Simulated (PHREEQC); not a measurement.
A solution holds 0.0082 mol Ag2SO4 and 0.0034 mol HF per kg of water, at 73 °C. Closed to the air; pH follows from the charge balance.

Equilibrium calculation in PHREEQC: ion-association model, wateq4f.dat.

Each row changes one thing in this solution. No solid was allowed to form.

| case | pH | ionic strength (mol/kgw) | Ag+ (mol/kgw) | SO4-2 (mol/kgw) | AgSO4- (mol/kgw) | HSO4- (mol/kgw) | SI of Ag2O (Ag2O) |
|---|---|---|---|---|---|---|---|
| as made | 3.28 | 0.0217 | 0.0150 | 0.00615 | 0.00138 | 0.000669 | -8.75 |
| temperature from 73 to 35 °C | 3.06 | 0.0227 | 0.0152 | 0.00656 | 0.00118 | 0.000458 | -9.99 |
| diluted 2-fold with water | 3.41 | 0.0115 | 0.00775 | 0.00335 | [?] | [?] | -9.03 |
| Ag2SO4 from 0.0082 to 0.00738 mol/kgw | 3.27 | 0.0198 | 0.0136 | 0.00558 | 0.00116 | [?] | -8.85 |
| HF from 0.0034 to 0.00306 mol/kgw | 3.31 | 0.0217 | 0.0150 | 0.00618 | 0.00139 | 0.000629 | -8.69 |
| HF left out | 6.53 | 0.0216 | 0.0149 | [?] | 0.00150 | 4.11e-7 | -2.25 |

Problem. Fill in the missing entries.

Solution. 
- diluted 2-fold with water, AgSO4- (mol/kgw): 0.000448
- diluted 2-fold with water, HSO4- (mol/kgw): 0.000301
- Ag2SO4 from 0.0082 to 0.00738 mol/kgw, HSO4- (mol/kgw): 0.000633
- HF left out, SO4-2 (mol/kgw): 0.00670

Away from 25 °C the constants follow the database's enthalpies or fits; those with neither stay at their 25 °C values.
